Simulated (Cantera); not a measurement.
**Equilibrium for fluorocarbon and chlorocarbon gases: CH₂F₂ + Si + H₂**

A closed system holds: 1 mol CH₂F₂, 0.035 mol Si, 2.2 mol H₂, at 10.0 Pa.

Cantera equilibrium calculation (NASA polynomials, part measured and part estimated; ideal gas, pure solids and liquids). Candidate condensed phases: C, C₆H₆, C₇H₈, C₈H₁₈, Si, SiC; 130 gas species. Ions and electrons are included (thermal ionisation). The tables' values for SiF, SiF₂ are old estimates; treat these amounts as uncertain. Rates play no part.

```tsv
T (°C)	x H	x F	x C	x HF
2727	0.673	0.160	0.0727	0.0698
3227	0.678	0.210	0.105	0.00302
3727	0.678	0.212	0.106	0.000233
4227	0.677	0.211	0.106	3.12e-5
4727	0.675	0.211	0.105	6.21e-6
```
x: gas mole fraction; nothing condenses.

From 2727 °C to 4727 °C nothing is condensed. The main Si-bearing gas is Si at 2727 °C and Si+ at 4727 °C.
